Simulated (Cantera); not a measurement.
An adiabatic, constant-pressure homogeneous reactor starts with C3H8 : O2 : N2 = 1 : 3.57 : 13.4 (molar parts), equivalence ratio 1.4, at 1498 K and 10.0 bar. Integrator tolerance rtol = 1e-08.

Model: GRI-Mech 3.0 (53 species, 325 reactions), integrated in Cantera. GRI-Mech 3.0 was tuned for natural gas; its chemistry of propane as a main component is partial and can be far from experiment.

Q: What does this change do: 0.71 parts H2O added?

A: 
| quantity | before | after |
|---|---|---|
| time of steepest temperature rise | 21.7 µs | 22.8 µs |
| temperature at 0.100 s | 2913 K | 2866 K |
| equilibrium temperature | 2913 K | 2866 K |
| x(C3H8) at 0.100 s | <1e-12 (gas-phase equilibrium <1e-12) | <1e-12 (gas-phase equilibrium <1e-12) |
| x(O2) at 0.100 s | 0.00115 (gas-phase equilibrium 0.00115) | 0.00103 (gas-phase equilibrium 0.00103) |
| x(CO2) at 0.100 s | 0.0448 (gas-phase equilibrium 0.0448) | 0.0473 (gas-phase equilibrium 0.0473) |
| x(CH2CO) at 0.100 s | <1e-12 (gas-phase equilibrium <1e-12) | <1e-12 (gas-phase equilibrium <1e-12) |
| x(C2H2) at 0.100 s | <1e-12 (gas-phase equilibrium <1e-12) | <1e-12 (gas-phase equilibrium <1e-12) |

Q: What does this change do: initial temperature 1498 to 1425 K?

A: 
```tsv
quantity	before	after
time of steepest temperature rise	21.7 µs	50.6 µs
temperature at 0.100 s	2913 K	2870 K
equilibrium temperature	2913 K	2870 K
x(C3H8) at 0.100 s	<1e-12 (gas-phase equilibrium <1e-12)	<1e-12 (gas-phase equilibrium <1e-12)
x(O2) at 0.100 s	0.00115 (gas-phase equilibrium 0.00115)	0.000875 (gas-phase equilibrium 0.000875)
x(CO2) at 0.100 s	0.0448 (gas-phase equilibrium 0.0448)	0.0459 (gas-phase equilibrium 0.0459)
x(CH2CO) at 0.100 s	<1e-12 (gas-phase equilibrium <1e-12)	<1e-12 (gas-phase equilibrium <1e-12)
x(C2H2) at 0.100 s	<1e-12 (gas-phase equilibrium <1e-12)	<1e-12 (gas-phase equilibrium <1e-12)
```
